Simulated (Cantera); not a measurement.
A Cantera script and its output.

```python
import numpy as np
import cantera as ct

surf = ct.Interface("ptcombust.yaml", "Pt_surf")
gas = surf.adjacent["gas"]
gas.TPX = 300, 8700, {'CH4': 0.088, 'O2': 0.18, 'N2': 0.79}
jet = ct.ImpingingJet(gas=gas, width=0.043, surface=surf)
jet.inlet.mdot, jet.inlet.T, jet.inlet.X = 0.038, 300, {'CH4': 0.088, 'O2': 0.18, 'N2': 0.79}
jet.set_refine_criteria(ratio=10, slope=0.2, curve=0.3)
show, cover = ['CH4', 'O2', 'H2O', 'OH', 'CO', 'CO2'], ["PT(S)", "H(S)", "O(S)", "OH(S)", "CO(S)", "C(S)"]

rows = []
print(f"{'Ts/K':>7s}" + "".join(f"{s:>11s}" for s in show + cover) + "   (gas at the wall, coverages)")
for i, Ts in enumerate([900, 950, 1000, 1050, 1100, 1150, 1200, 1250]):
    jet.surface.T = Ts
    if i == 0:
        surf.TP = Ts, 8700
        surf.coverages = "PT(S):0.5, O(S):0.5"
        surf.advance_coverages(1.0)
        jet.set_initial_guess(products="inlet")
    jet.solve(loglevel=0, auto=(i == 0))
    rows.append([*(jet.X[gas.species_index(s), -1] for s in show), *surf[cover].coverages])
    print(f"{Ts:7g}" + "".join(f"{x:11.3e}" for x in rows[-1]))
```

Output:

```
   Ts/K        CH4         O2        H2O         OH         CO        CO2      PT(S)       H(S)       O(S)      OH(S)      CO(S)       C(S)   (gas at the wall, coverages)
    900  5.076e-02  1.002e-01  6.123e-02  4.760e-08  2.011e-05  4.011e-02  2.141e-01  1.330e-07  7.839e-01  1.990e-03  2.723e-05  9.685e-08
    950  3.419e-02  6.508e-02  9.190e-02  1.482e-07  1.992e-05  6.056e-02  3.081e-01  3.997e-07  6.896e-01  2.238e-03  2.242e-05  1.073e-07
   1000  2.225e-02  3.995e-02  1.137e-01  3.919e-07  1.905e-05  7.528e-02  4.137e-01  9.741e-07  5.841e-01  2.209e-03  1.701e-05  1.063e-07
   1050  1.500e-02  2.481e-02  1.268e-01  8.870e-07  1.904e-05  8.417e-02  5.220e-01  2.043e-06  4.759e-01  2.001e-03  1.286e-05  1.023e-07
   1100  1.076e-02  1.601e-02  1.343e-01  1.784e-06  2.057e-05  8.932e-02  6.269e-01  3.884e-06  3.713e-01  1.711e-03  1.018e-05  1.009e-07
   1150  8.233e-03  1.084e-02  1.387e-01  3.254e-06  2.443e-05  9.231e-02  7.231e-01  6.908e-06  2.755e-01  1.398e-03  8.660e-06  1.049e-07
   1200  6.727e-03  7.839e-03  1.412e-01  5.447e-06  3.207e-05  9.402e-02  8.053e-01  1.170e-05  1.936e-01  1.097e-03  7.988e-06  1.163e-07
   1250  5.874e-03  6.253e-03  1.424e-01  8.552e-06  4.569e-05  9.487e-02  8.674e-01  1.881e-05  1.317e-01  8.375e-04  7.820e-06  1.349e-07
```

Detailed kinetics in Cantera: Deutschmann's 1995 Pt surface mechanism with GRI-Mech 3.0 gas chemistry. Catalytic surfaces can have several steady states; this one follows from the mechanism file's or the stated starting coverage.
